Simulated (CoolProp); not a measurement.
Computed with CoolProp (reference Helmholtz-energy equation of state, Lemmon 2006). It is a short technical equation, of lower accuracy than the large ones.

**Question.** Give the vapour pressure (MPa), vapour density (kg/m³), enthalpy of vaporisation (kJ/kg), surface tension (mN/m) of saturated CH3F (R41) at 280.2 K.

**Answer.** 
```
T (K)  p (MPa)  vapour density (kg/m³)  enthalpy of vaporisation (kJ/kg)  surface tension (mN/m)
-----  -------  ----------------------  --------------------------------  ----------------------
280.2     2.46                    52.9                               311                    3.51
```

Surface tension comes from a separate correlation (Mulero 2012).
